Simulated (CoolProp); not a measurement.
A Linde-Hampson liquefier for ethane: isothermal reversible compression at 320 K from 1 atm to 25 MPa, throttling to 1 atm, return gas leaving the recuperator 2 K below the feed. Each further row changes one setting.

Values from CoolProp's reference Helmholtz-energy equation of state, Bücker 2006.

| case | liquid yield per pass | compression work (kJ/kg of gas) |
|---|---|---|
| as stated | 0.465 | 378 |
| high pressure 50 MPa | 0.448 | 436 |
| warm-end temperature 350 K | 0.386 | 443 |
| warm-end gap 7 K | 0.458 | 378 |
